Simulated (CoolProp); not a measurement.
Properties of R113 at several states.

Model: reference Helmholtz-energy equation of state, Marx 1992, in CoolProp.

```tsv
T (K)	p (MPa)	phase	density (kg/m³)	Joule-Thomson coefficient (K/MPa)	isothermal compressibility (1/MPa)	expansivity (1/kK)
441.1	9.51	liquid	1237	…	…	…
486.4	0.123	gas	5.770	…	8.233	2.142
363	19.7	liquid	…	…	0.002209	…
486.6	1.73	gas	100.2	12.18	…	4.308
```

### Question
Some entries are withheld; supply them.

### Answer

- 441.1, Joule-Thomson coefficient (K/MPa): 0.04281
- 441.1, isothermal compressibility (1/MPa): 0.007507
- 441.1, expansivity (1/kK): 2.393
- 486.4, Joule-Thomson coefficient (K/MPa): 9.032
- 363, density (kg/m³): 1478
- 363, Joule-Thomson coefficient (K/MPa): -0.3506
- 363, expansivity (1/kK): 1.404
- 486.6, isothermal compressibility (1/MPa): 0.7533
